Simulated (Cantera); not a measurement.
An adiabatic, constant-volume homogeneous reactor starts with CH3OH : O2 : N2 = 1 : 1.72 : 6.48 (molar parts), at 1000 K and 10.0 bar. Integrator tolerance rtol = 1e-08.

Model: GRI-Mech 3.0 (53 species, 325 reactions), integrated in Cantera. GRI-Mech 3.0 was tuned for natural gas; its chemistry of methanol as a main component is partial and can be far from experiment.

Question: What does this change do: CH3OH 1 to 0.53 parts?

Answer: 
```
quantity                                                          before                                    after
---------------------------------  -------------------------------------  ---------------------------------------
time of steepest temperature rise                                87.3 ms                                  0.101 s
temperature at 2.00 s                                             2832 K                                   2285 K
equilibrium temperature                                           2832 K                                   2285 K
x(CH3OH) at 2.00 s                 <1e-12 (gas-phase equilibrium <1e-12)    <1e-12 (gas-phase equilibrium <1e-12)
x(O2) at 2.00 s                    0.0240 (gas-phase equilibrium 0.0240)    0.0972 (gas-phase equilibrium 0.0972)
x(CH2CO) at 2.00 s                 <1e-12 (gas-phase equilibrium <1e-12)    <1e-12 (gas-phase equilibrium <1e-12)
x(CH4) at 2.00 s                   <1e-12 (gas-phase equilibrium <1e-12)    <1e-12 (gas-phase equilibrium <1e-12)
x(OH) at 2.00 s                    0.0124 (gas-phase equilibrium 0.0124)  0.00280 (gas-phase equilibrium 0.00280)
x(C2H) at 2.00 s                   <1e-12 (gas-phase equilibrium <1e-12)    <1e-12 (gas-phase equilibrium <1e-12)
```

Question: What does this change do: pressure from 10.0 bar to 0.870 bar?

Answer: 
| quantity | before | after |
|---|---|---|
| time of steepest temperature rise | 87.3 ms | 0.593 s |
| temperature at 2.00 s | 2832 K | 2687 K |
| equilibrium temperature | 2832 K | 2687 K |
| x(CH3OH) at 2.00 s | <1e-12 (gas-phase equilibrium <1e-12) | <1e-12 (gas-phase equilibrium <1e-12) |
| x(O2) at 2.00 s | 0.0240 (gas-phase equilibrium 0.0240) | 0.0292 (gas-phase equilibrium 0.0292) |
| x(CH2CO) at 2.00 s | <1e-12 (gas-phase equilibrium <1e-12) | <1e-12 (gas-phase equilibrium <1e-12) |
| x(CH4) at 2.00 s | <1e-12 (gas-phase equilibrium <1e-12) | <1e-12 (gas-phase equilibrium <1e-12) |
| x(OH) at 2.00 s | 0.0124 (gas-phase equilibrium 0.0124) | 0.0163 (gas-phase equilibrium 0.0163) |
| x(C2H) at 2.00 s | <1e-12 (gas-phase equilibrium <1e-12) | <1e-12 (gas-phase equilibrium <1e-12) |
